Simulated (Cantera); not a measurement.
## Ignition delay

Mixture: H2 : O2 : N2 : NO = 1 : 0.385 : 1.45 : 0.0073 (molar parts), at 1.00 bar, adiabatic and at constant pressure. Ignition delay is the time to a rise of 400 K.

Detailed kinetics in Cantera: GRI-Mech 3.0 (53 species, 325 reactions). The mechanism lacks 2 NO + O2 → 2 NO2 and HONO, so NO2 and the effect of NO are under-described below about 1400 K.

```
T0 (K)  delay (ms)
------  ----------
973          0.266
1073         0.106
1173        0.0547
1273        0.0338
1373        0.0238
1473        0.0187
```
